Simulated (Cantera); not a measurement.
Premixed flame

A freely propagating, adiabatic, planar premixed flame of 26.5 % H2, 13.4 % O2, 60.1 % N2, equivalence ratio 0.99, unburnt at 323 K and 6.40 bar; mixture-averaged transport, grid criteria slope 0.08 and curve 0.16, no radiation.

Cantera simulation using the H2/O2 subset of GRI-Mech 3.0, which has no nitrogen chemistry; the numbers are that mechanism's predictions, not measurements. The hydrogen kinetics of GRI-Mech 3.0 are dated; newer H2 mechanisms differ, most at raised pressure. Burning velocities carry a grid error of a few per cent, more on coarse grids.

```csv
z (mm),T (K),u (m/s),x H2,x O2,x H2O,x O,x H2O2,x OH
-0.136,323,1.32,0.265,0.134,5.56e-7,<1e-8,<1e-8,<1e-8
-0.0905,323,1.31,0.263,0.134,8.13e-6,<1e-8,3.91e-8,<1e-8
-0.0679,325,1.31,0.260,0.135,3.92e-5,<1e-8,2.05e-7,<1e-8
-0.0452,335,1.34,0.248,0.137,0.000507,4.93e-8,3.15e-6,<1e-8
-0.0226,496,1.87,0.195,0.139,0.0168,4.04e-6,0.000110,1.11e-5
-0.0113,880,3.23,0.143,0.122,0.0671,0.000159,0.000191,0.000559
0,1325,4.79,0.0908,0.0864,0.141,0.00130,5.08e-5,0.00190
0.0113,1618,5.82,0.0521,0.0522,0.201,0.00273,5.88e-6,0.00455
0.0226,1785,6.41,0.0326,0.0327,0.233,0.00321,3.41e-6,0.00713
0.0452,1948,6.97,0.0207,0.0201,0.255,0.00274,2.05e-6,0.00894
0.0905,2075,7.38,0.0145,0.0147,0.269,0.00158,1.26e-6,0.00808
0.181,2158,7.65,0.00939,0.0115,0.279,0.000778,8.02e-7,0.00626
0.362,2207,7.79,0.00551,0.00959,0.286,0.000377,5.08e-7,0.00463
```
x: mole fraction of selected species; z is measured from the peak of heat release.

```
Item                          Value
------------------------  ---------
laminar burning velocity   132 cm/s
thermal thickness         0.0452 mm
peak x(O)                   0.00322
peak x(H2O2)               0.000196
peak x(OH)                  0.00896
grid points                     112
```
